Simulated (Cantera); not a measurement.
An isothermal, constant-pressure homogeneous reactor starts with 22.1 % NO, 77.3 % N₂, 0.596 % H₂O, at 2175 K and 101000 Pa.

Computed with Cantera and GRI-Mech 3.0 (53 species, 325 reactions).

One state of this run: x NO = 0.00910; x N₂O = 5.31e-7; x O = 0.000747; x O₂ = 0.105; x NO₂ = 8.54e-6. x: mole fraction; the columns are a selection and need not sum to one.

**Question.** Which value of t (s) does it belong to?
A. 1.81
B. 0.164
C. 0.00134
D. 1.00e-6

**Answer.** A, 1.81
